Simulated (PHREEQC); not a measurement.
Consider water at 25 °C with 150 mmol/kgw HBr, 5.5 mmol/kgw NaCl and 180 mmol/kgw KCl. Closed to the air; pH follows from the charge balance.

Model: ion-association model, phreeqc.dat, run in PHREEQC.

Problem. The ionic strength comes out as 0.336 mol/kgw. What activity coefficients do Na+, K+, H+, Br-, Cl- get?

Solution. Na+ 0.73, K+ 0.67, H+ 0.78, Br- 0.65, Cl- 0.68.

Precipitation was switched off in this run.
